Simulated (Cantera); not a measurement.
Input: 1 mol Al(CH₃)₃, 5.2 mol N₂, held at 2175 K and 0.110 bar.

Cantera equilibrium calculation (NASA polynomials, part measured and part estimated; ideal gas, pure solids and liquids). Candidate condensed phases: Al, AlN, C, C₆H₆, C₇H₈, C₈H₁₈; 97 gas species. The feed counts by its element totals alone. The numbers say what is thermodynamically allowed, not how fast it happens.

Base state: N₂ 0.497, H₂ 0.460, Al 0.0168, HCN 0.0133, H 0.00999, C₂H₂ (acetylene) 0.00103, HNC 0.00101, AlH 0.000743 (mole fractions); condensed: AlN(s) + C(graphite).

Question: What changes in the equilibrium state with this change: temperature from 2175 K to 1175 K?

Answer: 
```json
[
 {"species": "N₂", "before": "0.497", "after": "0.511"},
 {"species": "H₂", "before": "0.460", "after": "0.488"},
 {"species": "CH₄", "before": "6.47e-6", "after": "0.000502"},
 {"species": "Al", "before": "0.0168", "after": "<1e-9"},
 {"species": "HCN", "before": "0.0133", "after": "2.81e-5"},
 {"species": "AlH", "before": "0.000743", "after": "<1e-9"},
 {"species": "H", "before": "0.00999", "after": "2.58e-7"},
 {"species": "C₂H₂ (acetylene)", "before": "0.00103", "after": "3.11e-8"},
 {"species": "HNC", "before": "0.00101", "after": "1.23e-7"},
 {"species": "AlN(s), mol", "before": "0.833", "after": "1.00"},
 {"species": "C(graphite), mol", "before": "2.84", "after": "3.00"}
]
```
